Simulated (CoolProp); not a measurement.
A single-stage vapour-compression cycle with R125: evaporating at 211.15 K (dew point), condensing at 276.15 K (bubble point), superheat 2 K, subcooling 0 K, compressor efficiency 0.8, no pressure losses. Each further row changes one setting.

Values from CoolProp's reference Helmholtz-energy equation of state, Lemmon 2005.

```
case                              cooling COP  pressure ratio  discharge temperature (K)  refrigerating effect (kJ/kg)  volumetric capacity (kJ/m³)
--------------------------------  -----------  --------------  -------------------------  ----------------------------  ---------------------------
as stated                                1.78            15.2                      299.5                          97.0                          327
evaporating temperature 216.15 K         2.04            11.5                      296.5                          99.9                          436
condensing temperature 271.15 K          2.02            13.0                      293.9                           103                          348
subcooling 5 K                           1.90            15.2                      299.5                           103                          348
superheat 12 K                           1.81            15.2                      310.3                           104                          332
compressor efficiency 0.7                1.56            15.2                      308.3                          97.0                          327
```
